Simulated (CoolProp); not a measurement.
Properties of methanol along the isotherm 620 K (Tc = 513.4 K, pc = 8.216 MPa, ω = 0.565).

The numbers come from the reference Helmholtz-energy equation of state, de Reuck 1993 in CoolProp.

```csv
p (MPa),phase,density (kg/m³),cp (kJ/(kg K)),fugacity coefficient
0.26,gas,1.625,2.160,0.9948
0.42,gas,2.633,2.174,0.9916
0.678,gas,4.273,2.196,0.9865
1.1,gas,6.994,2.233,0.9781
1.77,gas,11.42,2.296,0.9647
2.86,gas,18.91,2.407,0.9430
4.62,gas,31.86,2.610,0.9085
7.46,gas,55.17,2.998,0.8548
12.1,supercritical,101.0,3.847,0.7745
19.5,supercritical,199.3,5.678,0.6653
31.5,supercritical,361.0,5.604,0.5375
50.9,supercritical,477.9,4.867,0.4418
82.2,supercritical,563.8,4.460,0.3963
```
